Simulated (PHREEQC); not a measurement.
A solution holds 22 mmol/kgw TMAH, 17 mmol/kgw NaAlO2 and 0.55 mmol/kgw (CH3)4NCl, at 25 °C. Closed to the air; pH follows from the charge balance.

Computed with PHREEQC (ion-association model, phreeqc.dat).

| quantity | before | after |
|---|---|---|
| pH | 12.26 | 11.31 |
| SI of Gibbsite (Al(OH)3) | +0.45 | +0.45 |
| SI of Halite (NaCl) | -6.76 | -8.66 |

**Question.** What was changed between the two runs?
A) TMAH from 0.022 to 0.22 mol/kgw
B) diluted 10-fold with water
C) NaAlO2 from 0.017 to 0.034 mol/kgw
D) TMAH left out
E) (CH3)4NCl from 0.00055 to 0.000495 mol/kgw

**Answer.** B, diluted 10-fold with water

This is a speciation only: nothing precipitates in the calculation. Some of these states are supersaturated (in Gibbsite (slow to form), for instance). (CH3)4N+ isn't in the database: it is added as a free cation with an ion size of 4 Å.
